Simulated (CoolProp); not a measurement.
The numbers come from the reference Helmholtz-energy equation of state, Zhou 2011 in CoolProp.

Task: For dimethyl carbonate, give the phase and the cp (kJ/(kg K)), speed of sound (m/s) at 562.6 K and 101 kPa; 568.8 K and 101 kPa; 581.3 K and 101 kPa.

Result: 
- 562.6 K and 101 kPa: gas; cp 1.80, speed of sound 233
- 568.8 K and 101 kPa: gas; cp 1.81, speed of sound 234
- 581.3 K and 101 kPa: gas; cp 1.83, speed of sound 236
